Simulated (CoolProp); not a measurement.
Vapour-liquid equilibrium of R22 (1) + R152A (2) at 943 kPa; x and y are mole fractions of (1).

Values from CoolProp's multi-fluid Helmholtz-energy mixture model, Kamei 1995 and Outcalt 1996; pair parameters Bell 2016.

| x | bubble temperature, mixture model (°C) | bubble temperature, Raoult's law (°C) | y, mixture model | y, Raoult's law |
|---|---|---|---|---|
| 0.05 | 40.5 | 40.1 | 0.068 | 0.082 |
| 0.2 | 37.7 | 36.5 | 0.262 | 0.298 |
| 0.35 | 34.8 | 33.2 | 0.441 | 0.480 |
| 0.5 | 31.8 | 30.1 | 0.603 | 0.633 |
| 0.65 | (withheld) | 27.2 | (withheld) | 0.764 |
| 0.8 | (withheld) | 24.6 | 0.871 | 0.875 |
| 0.95 | 22.3 | 22.1 | 0.971 | 0.971 |

Complete the blanks.


- 0.65, bubble temperature, mixture model (°C): 28.6
- 0.65, y, mixture model: 0.748
- 0.8, bubble temperature, mixture model (°C): 25.5

The largest gap from Raoult's law is +1.7 K in bubble temperature, at x = 0.5. No azeotrope shows between x = 0.05 and 0.95.

Pair parameters are fitted to limited data, so mixtures are less certain than the pure fluids.
